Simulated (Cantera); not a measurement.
Input (Python, Cantera) and output of one run.

```python
import numpy as np
import cantera as ct

gas_names = """
    H H2 Si SiH SiH2 SiH3 SiH4 Si2 Si3
""".split()
cond_names = """
    Si(cr) Si(L)
""".split()


# ... load() reads the species with a 1 bar reference pressure and builds the phases ...
atoms = {
    'Si2H6': {'Si': 2, 'H': 6},
    'H2': {'H': 2},
}
top_T = {}  # K; cautious upper limits of use, not melting points


# ... equilibrate(T, P, feed) seeds the gas with the atoms and calls Mixture.equilibrate('TP', solver="vcs", rtol=1e-11, max_steps=5000) ...
results = []
feed = {'Si2H6': 1, 'H2': 31}  # mol
T = 1725  # K
P = 100000  # Pa
mix = equilibrate(T, P, feed)
results.append((T, P, feed, dict(zip(mix.species_names, mix.species_moles))))
x = sorted(zip(gas.X, gas.species_names), reverse=True)
print(f"T = {T:g} K  P = {P:g} Pa  gas = {mix.phase_moles(0):.4g} mol")
print("   x: " + "  ".join(f"{s} {v:.3e}" for v, s in x if v > 1e-05))
print("   condensed (mol): " + ("  ".join(f"{mix.phase(i).name} {mix.phase_moles(i):.4g}"
      for i in range(1, mix.n_phases) if mix.phase_moles(i) > 1e-12) or "none"))
```

Output:

```
T = 1725 K  P = 100000 Pa  gas = 34 mol
   x: H2 9.998e-01  H 1.857e-04  SiH2 1.724e-05
   condensed (mol): Si(L) 1.999
```

Cantera equilibrium calculation (NASA polynomials, part measured and part estimated; ideal gas, pure solids and liquids). The feed counts by its element totals alone. Gases not in the tables: Si2H6 and higher silanes.
